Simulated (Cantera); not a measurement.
A closed system holds: 1 mol FeS₂, 0.073 mol SO₃, 34 mol N₂, held at 1.00 bar.

Cantera equilibrium calculation (NASA polynomials, part measured and part estimated; ideal gas, pure solids and liquids). Candidate condensed phases: Fe, FeO, FeS, FeSO₄, FeS₂, Fe₂O₃, Fe₂(SO₄)₃, Fe₃O₄, S; 19 gas species. FeS: taken at fixed stoichiometry. Gases not in the tables: S₃ to S₇. The numbers say what is thermodynamically allowed, not how fast it happens.

Problem. Which condensed phases are stable at each of these points (T (K)): 723, 798, 873, 948, 1023, 1098, 1173, 1248, 1323?

Solution. 
```csv
T (K),condensed phases,Fe condensed (%)
723,FeS₂(s) + Fe₃O₄(s),100.0
798,FeS(s) + FeS₂(s),100.0
873,FeS(s) + FeS₂(s),100.0
948,FeS(s),100.0
1023,FeS(s),100.0
1098,FeS(s),100.0
1173,FeS(s),100.0
1248,FeS(s),100.0
1323,FeS(s),100.0
```

At 723 K the condensed part is FeS₂(s) + Fe₃O₄(s). From 798 K to 873 K the condensed part is FeS(s) + FeS₂(s). From 948 K to 1323 K the condensed part is FeS(s).
